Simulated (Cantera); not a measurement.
Input: 1 mol Si3N4, 0.0053 mol O2, 14 mol H2, 0.23 mol N2O, held at 93.0 mbar.

Equilibrium computed with Cantera from the NASA thermochemical tables; the gas is ideal and each condensed phase is pure. Candidate condensed phases: H2O, Si, SiO2, Si2N2O, Si3N4; 35 gas species. Mutual solubility and eutectic melting of coexisting phases are not modelled. Gases not in the tables: Si2H6 and higher silanes. Equilibrium is a limit: real reactors are often held back by kinetics, nucleation or transport.

### Question
Which condensed phases are stable at each of these points (T (K)): 923, 1023, 1123, 1223, 1323, 1423, 1523, 1623, 1723, 1823, 1923, 2023, 2123, 2223?

### Answer
| T (K) | condensed phases | Si condensed (%) |
|---|---|---|
| 923 | Si2N2O(s) + Si3N4(s) | 100.0 |
| 1023 | Si2N2O(s) + Si3N4(s) | 100.0 |
| 1123 | Si2N2O(s) + Si3N4(s) | 100.0 |
| 1223 | Si2N2O(s) + Si3N4(s) | 100.0 |
| 1323 | Si2N2O(s) + Si3N4(s) | 100.0 |
| 1423 | Si2N2O(s) + Si3N4(s) | 100.0 |
| 1523 | Si2N2O(s) + Si3N4(s) | 100.0 |
| 1623 | Si2N2O(s) + Si3N4(s) | 100.0 |
| 1723 | Si(l) + Si2N2O(s) + Si3N4(s) | 99.5 |
| 1823 | Si(l) + Si2N2O(s) | 97.0 |
| 1923 | Si(l) | 91.8 |
| 2023 | Si(l) | 91.5 |
| 2123 | Si(l) | 90.6 |
| 2223 | Si(l) | 88.5 |

From 923 K to 1623 K the condensed part is Si2N2O(s) + Si3N4(s). At 1723 K the condensed part is Si(l) + Si2N2O(s) + Si3N4(s). At 1823 K the condensed part is Si(l) + Si2N2O(s). From 1923 K to 2223 K the condensed part is Si(l).
